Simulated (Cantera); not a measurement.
# Premixed flame

A freely propagating, adiabatic, planar premixed flame of CH4 : O2 : N2 = 1 : 2.82 : 10.6 (molar parts), unburnt at 675 K and 14000 Pa; multicomponent+Soret transport, grid criteria slope 0.08 and curve 0.16, no radiation.

Computed with Cantera and GRI-Mech 3.0 (53 species, 325 reactions). Burning velocities carry a grid error of a few per cent, more on coarse grids.

| z (mm) | T (K) | u (m/s) | x CH4 | x O2 | x H2O | x C2H2 | x OH | x CO |
|---|---|---|---|---|---|---|---|---|
| -6.19 | 675 | 1.88 | 0.0693 | 0.195 | 9.16e-6 | <1e-8 | <1e-8 | 5.81e-7 |
| -4.12 | 676 | 1.89 | 0.0692 | 0.195 | 0.000116 | <1e-8 | 5.33e-8 | 1.08e-5 |
| -3.09 | 679 | 1.90 | 0.0688 | 0.195 | 0.000540 | <1e-8 | 6.03e-7 | 6.62e-5 |
| -2.06 | 705 | 1.98 | 0.0666 | 0.193 | 0.00373 | 1.36e-7 | 7.29e-6 | 0.000724 |
| -1.03 | 916 | 2.59 | 0.0523 | 0.177 | 0.0262 | 2.62e-6 | 8.28e-5 | 0.00832 |
| -0.516 | 1216 | 3.47 | 0.0317 | 0.147 | 0.0577 | 1.02e-5 | 0.000596 | 0.0223 |
| 0 | 1543 | 4.45 | 0.00946 | 0.108 | 0.0942 | 1.93e-5 | 0.00293 | 0.0384 |
| 0.516 | 1688 | 4.89 | 0.00111 | 0.0824 | 0.113 | 3.83e-6 | 0.00635 | 0.0400 |
| 1.03 | 1721 | 4.98 | 7.19e-5 | 0.0724 | 0.118 | 1.32e-7 | 0.00805 | 0.0336 |
| 2.06 | 1747 | 5.03 | 3.24e-7 | 0.0665 | 0.117 | <1e-8 | 0.00905 | 0.0237 |
| 4.12 | 1782 | 5.11 | <1e-8 | 0.0634 | 0.117 | <1e-8 | 0.00959 | 0.0163 |
| 8.25 | 1828 | 5.23 | <1e-8 | 0.0620 | 0.118 | <1e-8 | 0.00976 | 0.0137 |
| 16.5 | 1890 | 5.38 | <1e-8 | 0.0609 | 0.122 | <1e-8 | 0.00959 | 0.0120 |
x: mole fraction of selected species; z is measured from the peak of heat release.

```json
{
 "laminar_burning_velocity": "188 cm/s",
 "thermal_thickness": "2.06 mm",
 "peak x(C2H2)": "1.97e-5",
 "peak x(OH)": "0.00976",
 "peak x(CO)": "0.0412",
 "grid_points": "145"
}
```
